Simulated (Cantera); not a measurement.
An adiabatic, constant-pressure homogeneous reactor starts with H2 : O2 : N2 = 1 : 0.5 : 1.88 (molar parts), at 1598 K and 750 Torr.

Detailed kinetics in Cantera: the H2/O2 subset of GRI-Mech 3.0, which has no nitrogen chemistry.

One state of this run: T (K) = 2886; x H2 = 0.0533; x O2 = 0.0190; x H2O = 0.243; x O = 0.0104; x HO2 = 8.77e-6; x OH = 0.0351. x: mole fraction; the columns are a selection and need not sum to one.

Problem. Which value of t (s) does it belong to?
A) 4.00e-6
B) 1.18e-5
C) 0.200
D) 0.000103

Solution. C, 0.200
